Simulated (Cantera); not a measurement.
Charge: 1 mol Fe(CO)5, 0.13 mol O2, 6.6 mol H2, equilibrated at 1573.15 K and 0.470 bar.

Cantera equilibrium calculation (NASA polynomials, part measured and part estimated; ideal gas, pure solids and liquids). Candidate condensed phases: C, C6H6, C7H8, C8H18, Fe, Fe(CO)5, FeO, Fe(OH)2, Fe(OH)3, Fe2O3, Fe3O4, H2O; 114 gas species. Equilibrium is a limit: real reactors are often held back by kinetics, nucleation or transport.

Base state: H2 0.551, CO 0.426, H2O 0.0177, CO2 0.00473, H 4.41e-5 (mole fractions); condensed: Fe(γ).

Q: What changes in the equilibrium state with this change: temperature from 1573.15 K to 1100 K?

A: 
```json
[
 {"species": "H2", "before": "0.551", "after": "0.551"},
 {"species": "CO", "before": "0.426", "after": "0.419"},
 {"species": "H2O", "before": "0.0177", "after": "0.0148"},
 {"species": "CO2", "before": "0.00473", "after": "0.0111"},
 {"species": "CH4", "before": "1.70e-6", "after": "0.00337"},
 {"species": "H", "before": "4.41e-5", "after": "2.80e-8"},
 {"species": "Fe(γ), mol", "before": "1.000", "after": "0"},
 {"species": "Fe(α), mol", "before": "0", "after": "1.00"}
]
```
